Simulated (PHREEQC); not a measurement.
Dissolve 0.087 mol/kgw NH4HF2 and 0.0007 mol/kgw H2SiF6 at 20 °C. Closed to the air; pH follows from the charge balance.

Model: ion-association model, wateq4f.dat, run in PHREEQC.

```tsv
quantity	before	after
pH	3.14	3.12
ionic strength (mol/kgw)	0.0886	0.0886
F- (mol/kgw)	0.0718	0.0728
HF (mol/kgw)	0.0542	0.0527
NH3 (mol/kgw)	3.76e-8	2.48e-8
SI of Quartz (SiO2)	-9.80	-10.05
```

Q: Name the change that produced these shifts.
A. 0.012 mol/kgw HCl added
B. H2SiF6 replaced by H4SiO4 at the same molality
C. temperature from 20 to 15 °C
D. temperature from 20 to 35 °C
E. 0.098 mol/kgw TMAH added

A: C, temperature from 20 to 15 °C

This is a speciation only: nothing precipitates in the calculation. wateq4f.dat counts part of the HF as a dimer, H2F2, which phreeqc.dat doesn't know; its constant is uncertain. SiF6-2 is the database's only silicon fluoride.
